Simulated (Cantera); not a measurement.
Input (Python, Cantera) and output of one run.

```python
import numpy as np
import cantera as ct

gas_names = """
    H HNO HNO2 HNO3 HO2 H2 H2O H2O2 N NH NH2 NH3 NH2OH NO NO2 NO3 N2 N2H2 N2H4 N2O O OH O2 O3 Si SiH
    SiH2 SiH3 SiH4 SiN SiO SiO2 Si2 Si2N Si3
""".split()
cond_names = """
    H2O(s) H2O(L) Si(cr) Si(L) SiO2(Lqz) SiO2(hqz) SiO2(L) Si2N2O(s) Si3N4(a)
""".split()


# ... load() reads the species with a 1 bar reference pressure and builds the phases ...
atoms = {
    'Si': {'Si': 1},
    'H2O': {'H': 2, 'O': 1},
    'N2': {'N': 2},
}
top_T = {'Si2N2O(s)': 2100, 'Si3N4(a)': 2400}  # K; cautious upper limits of use, not melting points


# ... equilibrate(T, P, feed) seeds the gas with the atoms and calls Mixture.equilibrate('TP', solver="vcs", rtol=1e-11, max_steps=5000) ...
results = []
feed = {'Si': 1, 'H2O': 0.0023, 'N2': 12}  # mol
T = 2200  # K
P = 250  # Pa
mix = equilibrate(T, P, feed)
results.append((T, P, feed, dict(zip(mix.species_names, mix.species_moles))))
print(gas.report(threshold=0.0001))
for i in range(1, mix.n_phases):
    print(f"{mix.phase(i).name:16s} {mix.phase_moles(i):12.5e} mol")
```

It prints:

```
       temperature   2200 K
          pressure   250 Pa
           density   0.00038345 kg/m^3
  mean mol. weight   28.056 kg/kmol
   phase of matter   gas

                          1 kg             1 kmol
                     ---------------   ---------------
          enthalpy        3.4169e+06        9.5863e+07  J
   internal energy        2.7649e+06        7.7571e+07  J
           entropy             10850         3.044e+05  J/K
    Gibbs function       -2.0453e+07       -5.7383e+08  J
 heat capacity c_p            1257.9             35292  J/K
 heat capacity c_v            961.56             26977  J/K

                      mass frac. Y      mole frac. X     chem. pot. / RT
                     ---------------   ---------------   ---------------
                 H         1.193e-05        0.00033204           -18.717
                N2           0.92232           0.92369           -33.337
                Si          0.074267           0.07419            -7.107
               SiN        0.00090305        0.00060191           -23.776
               SiO        0.00027833        0.00017713           -50.127
               Si2         0.0011964         0.0005976           -14.214
              Si2N         0.0008365        0.00033442           -30.883
     [  +28 minor]        0.00018209        7.2482e-05

Si(L)             0.00000e+00 mol
SiO2(L)           0.00000e+00 mol
Si3N4(a)          0.00000e+00 mol
```

Cantera equilibrium calculation (NASA polynomials, part measured and part estimated; ideal gas, pure solids and liquids). The tables' values for SiN are old estimates; treat these amounts as uncertain.
